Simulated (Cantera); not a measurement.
A closed system holds: 1 mol TiC, 0.043 mol N2, at 1330 Pa.

Equilibrium computed with Cantera from the NASA thermochemical tables; the gas is ideal and each condensed phase is pure. Candidate condensed phases: C, Ti, TiC, TiN; 13 gas species. TiC: taken at fixed stoichiometry. Equilibrium is a limit: real reactors are often held back by kinetics, nucleation or transport. All values below are at 2573 K.

Base state: N2 0.999, Ti 0.000743, CN 0.000662, C2N2 2.01e-5, C 1.36e-5 (mole fractions); condensed: TiC(s).

**Question.** What changes in the equilibrium state with this change: TiC replaced by MgO?

**Answer.** 
```csv
species,before,after
N2,0.999,0.689
Mg,0,0.182
O2,0,0.0621
O,0,0.0444
NO,0,0.0132
Ti,0.000743,0
MgO,0,0.00946
CN,0.000662,0
C2N2,2.01e-5,0
C,1.36e-5,0
"TiC(s), mol",1.000,0
"MgO(s), mol",0,0.988
```
Further candidate phases: Mg, MgO.
